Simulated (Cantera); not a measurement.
An isothermal, constant-pressure homogeneous reactor starts with N₂O : O₂ = 1 : 1.4 (molar parts), at 1075 K and 0.380 bar. Integrator tolerance rtol = 1e-08.

Cantera simulation using GRI-Mech 3.0 (53 species, 325 reactions); the numbers are that mechanism's predictions, not measurements. GRI-Mech 3.0 was tuned for natural gas; its chemistry of N2O as a main component is partial and can be far from experiment. The mechanism lacks the step 2 NO + O2 → 2 NO2, which can matter for NO2 below about 1400 K. The temperature is held fixed by assumption; the heat of reaction is taken as removed at once.

**Question.** What does this change do: O2 1.4 to 0.66 parts?

**Answer.** 
```csv
quantity,before,after
x(N₂O) at 70.0 s,0.131 (gas-phase equilibrium 2.47e-9),0.180 (gas-phase equilibrium 3.01e-9)
x(O₂) at 70.0 s,0.626 (gas-phase equilibrium 0.655),0.486 (gas-phase equilibrium 0.537)
x(NO₂) at 70.0 s,7.75e-5 (gas-phase equilibrium 2.84e-6),0.000105 (gas-phase equilibrium 2.70e-6)
x(NO) at 70.0 s,0.0131 (gas-phase equilibrium 7.92e-5),0.0180 (gas-phase equilibrium 8.30e-5)
x(N₂) at 70.0 s,0.230 (gas-phase equilibrium 0.345),0.316 (gas-phase equilibrium 0.463)
```

**Question.** What does this change do: O2 1.4 to 11 parts?

**Answer.** 
```tsv
quantity	before	after
x(N₂O) at 70.0 s	0.131 (gas-phase equilibrium 2.47e-9)	0.0289 (gas-phase equilibrium 6.80e-10)
x(O₂) at 70.0 s	0.626 (gas-phase equilibrium 0.655)	0.917 (gas-phase equilibrium 0.920)
x(NO₂) at 70.0 s	7.75e-5 (gas-phase equilibrium 2.84e-6)	1.77e-5 (gas-phase equilibrium 1.92e-6)
x(NO) at 70.0 s	0.0131 (gas-phase equilibrium 7.92e-5)	0.00290 (gas-phase equilibrium 4.52e-5)
x(N₂) at 70.0 s	0.230 (gas-phase equilibrium 0.345)	0.0508 (gas-phase equilibrium 0.0800)
```
